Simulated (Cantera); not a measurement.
Feed: 1 mol SiH₄, 0.34 mol HCl, 11 mol H₂, equilibrated at 0.160 bar.

Equilibrium computed with Cantera from the NASA thermochemical tables; the gas is ideal and each condensed phase is pure. Candidate condensed phases: Si; 19 gas species. The tables' values for SiCl₃ are old estimates; treat these amounts as uncertain. Kinetics and transport are ignored.

x: gas mole fraction; n: condensed amount in mol.

| T (K) | x H₂ | x HCl | x SiCl₄ | x SiHCl₃ | n Si(s) |
|---|---|---|---|---|---|
| 873 | 0.991 | 0.00237 | 0.00340 | 0.00304 | 0.911 |
| 923 | 0.990 | 0.00395 | 0.00315 | 0.00281 | 0.917 |
| 973 | 0.988 | 0.00613 | 0.00278 | 0.00252 | 0.925 |
| 1023 | 0.986 | 0.00894 | 0.00229 | 0.00214 | 0.935 |
| 1073 | 0.984 | 0.0122 | 0.00170 | 0.00168 | 0.946 |
| 1123 | 0.981 | ? | ? | ? | 0.957 |
| 1173 | 0.979 | 0.0184 | 0.000607 | 0.000754 | 0.967 |
| 1223 | 0.978 | 0.0203 | ? | ? | 0.973 |
| 1273 | 0.977 | 0.0214 | 0.000118 | 0.000216 | 0.977 |
| 1323 | 0.976 | 0.0219 | 4.80e-5 | 0.000109 | 0.978 |
| 1373 | 0.976 | 0.0221 | 1.98e-5 | 5.53e-5 | 0.978 |
| 1423 | 0.976 | 0.0221 | 8.50e-6 | 2.91e-5 | 0.978 |

Complete the blanks.


- 1123, x HCl: 0.0155
- 1123, x SiCl₄: 0.00111
- 1123, x SiHCl₃: 0.00120
- 1223, x SiCl₄: 0.000283
- 1223, x SiHCl₃: 0.000420
